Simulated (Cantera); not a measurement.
Feed: 1 mol SiH2Cl2, 0.041 mol C2H2, 50 mol H2, at 1473 K and 23000 Pa.

Method: chemical equilibrium by Gibbs-energy minimisation in Cantera with the NASA 1993 tables (ideal gas, pure condensed phases). Candidate condensed phases: C, C6H6, C7H8, C8H18, Si, SiC; 109 gas species. Mutual solubility and eutectic melting of coexisting phases are not modelled. The tables' values for SiCl3 are old estimates; treat these amounts as uncertain. Rates play no part.

Base state: H2 0.965, HCl 0.0313, SiCl2 0.00319, SiCl3 0.000145, SiHCl3 6.51e-5, SiH2Cl2 2.96e-5, H 2.59e-5, SiCl4 2.25e-5 (mole fractions); condensed: Si(s) + SiC(s).

Q: What changes in the equilibrium state with this change: temperature from 1473 K to 2298 K?

A: 
| species | before | after |
|---|---|---|
| H2 | 0.965 | 0.939 |
| HCl | 0.0313 | 0.0328 |
| H | 2.59e-5 | 0.0194 |
| Si | 2.38e-8 | 0.00398 |
| Si2C | <1e-9 | 0.000321 |
| C2H2 (acetylene) | <1e-9 | 8.20e-5 |
| Si2 | <1e-9 | 7.65e-5 |
| SiH | 4.03e-8 | 0.000682 |
| Si3 | <1e-9 | 1.43e-5 |
| Si(s), mol | 0.738 | 0 |
| SiC(s), mol | 0.0818 | 0.0547 |
| Si(l), mol | 0 | 0.496 |
The tables' values for SiCl are old estimates; treat these amounts as uncertain. Gases not in the tables: Si2H6 and higher silanes.

Q: What changes in the equilibrium state with this change: SiH2Cl2 replaced by Si(CH3)4?

A: 
```json
[
 {"species": "H2", "before": "0.965", "after": "0.999"},
 {"species": "CH4", "before": "4.12e-6", "after": "0.000674"},
 {"species": "H", "before": "2.59e-5", "after": "2.64e-5"},
 {"species": "HCl", "before": "0.0313", "after": "0"},
 {"species": "SiCl2", "before": "0.00319", "after": "0"},
 {"species": "SiCl3", "before": "0.000145", "after": "0"},
 {"species": "SiHCl3", "before": "6.51e-5", "after": "0"},
 {"species": "SiH2Cl2", "before": "2.96e-5", "after": "0"},
 {"species": "SiCl4", "before": "2.25e-5", "after": "0"},
 {"species": "Si(s), mol", "before": "0.738", "after": "0"},
 {"species": "SiC(s), mol", "before": "0.0818", "after": "1.00"},
 {"species": "C(graphite), mol", "before": "0", "after": "3.04"}
]
```

Q: What changes in the equilibrium state with this change: H2 from 50 to 21 mol?

A: 
```
species        before     after
-----------  --------  --------
H2              0.965     0.928
HCl            0.0313    0.0583
SiCl2         0.00319    0.0115
SiCl4         2.25e-5  0.000292
SiCl3        0.000145  0.000991
SiHCl3        6.51e-5  0.000438
SiH2Cl2       2.96e-5  0.000103
Si(s), mol      0.738     0.611
SiC(s), mol    0.0818    0.0819
```
